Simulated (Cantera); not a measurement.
## Formation from one mole of Cl2

Cantera with NASA thermochemical tables; ideal gases at 1 bar, condensed phases pure. Values are per mole of reaction as written; species without (g) are pure solids or liquids, kept so even where they would boil at 1 bar.

0.6667 Fe + Cl2(g) = 0.3333 Fe2Cl6(g)

```csv
T (K),ΔH° (kJ),ΔS° (J/K),ΔG° (kJ),log10 K
300,-218.1,-62.3,-199.4,34.72
675,-216.6,-58.7,-177.0,13.70
725,-216.6,-58.6,-174.1,12.54
775,-216.6,-58.6,-171.1,11.53
825,-216.6,-58.7,-168.2,10.65
875,-216.8,-58.9,-165.3,9.87
925,-217.0,-59.1,-162.3,9.17
975,-217.4,-59.6,-159.4,8.54
```

Fe + Cl2(g) = FeCl2(g)

| T (K) | ΔH° (kJ) | ΔS° (J/K) | ΔG° (kJ) | log10 K |
|---|---|---|---|---|
| 300 | -141.0 | 48.9 | -155.7 | 27.10 |
| 675 | -143.0 | 44.9 | -173.3 | 13.41 |
| 725 | -143.5 | 44.3 | -175.6 | 12.65 |
| 775 | -144.0 | 43.6 | -177.8 | 11.98 |
| 825 | -144.6 | 42.8 | -179.9 | 11.39 |
| 875 | -145.4 | 41.9 | -182.0 | 10.87 |
| 925 | -146.3 | 40.9 | -184.1 | 10.40 |
| 975 | -147.4 | 39.7 | -186.1 | 9.97 |

0.6667 Ti + Cl2(g) = 0.6667 TiCl3

```json
[
 {"T (K)": "300", "ΔH° (kJ)": "-481.1", "ΔS° (J/K)": "-150.3", "ΔG° (kJ)": "-436.1", "log10 K": "75.92"},
 {"T (K)": "675", "ΔH° (kJ)": "-476.3", "ΔS° (J/K)": "-139.8", "ΔG° (kJ)": "-381.9", "log10 K": "29.56"},
 {"T (K)": "725", "ΔH° (kJ)": "-475.7", "ΔS° (J/K)": "-138.9", "ΔG° (kJ)": "-375.0", "log10 K": "27.02"},
 {"T (K)": "775", "ΔH° (kJ)": "-475.1", "ΔS° (J/K)": "-138.1", "ΔG° (kJ)": "-368.1", "log10 K": "24.81"},
 {"T (K)": "825", "ΔH° (kJ)": "-474.5", "ΔS° (J/K)": "-137.3", "ΔG° (kJ)": "-361.2", "log10 K": "22.87"},
 {"T (K)": "875", "ΔH° (kJ)": "-473.8", "ΔS° (J/K)": "-136.6", "ΔG° (kJ)": "-354.3", "log10 K": "21.15"},
 {"T (K)": "925", "ΔH° (kJ)": "-473.2", "ΔS° (J/K)": "-135.9", "ΔG° (kJ)": "-347.5", "log10 K": "19.62"},
 {"T (K)": "975", "ΔH° (kJ)": "-472.6", "ΔS° (J/K)": "-135.3", "ΔG° (kJ)": "-340.7", "log10 K": "18.25"}
]
```
